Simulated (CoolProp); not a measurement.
Computed with CoolProp (reference Helmholtz-energy equation of state, Akasaka 2024).

**Question.** For R1132(E), give the phase and the density (kg/m³), cv (kJ/(kg K)), expansivity (1/kK) at 331.6 K and 0.871 MPa; 390.2 K and 0.871 MPa; 400 K and 0.871 MPa.

**Answer.** 
- 331.6 K and 0.871 MPa: gas; density 21.8, cv 0.895, expansivity 3.89
- 390.2 K and 0.871 MPa: gas; density 17.9, cv 0.976, expansivity 2.96
- 400 K and 0.871 MPa: gas; density 17.4, cv 0.990, expansivity 2.86
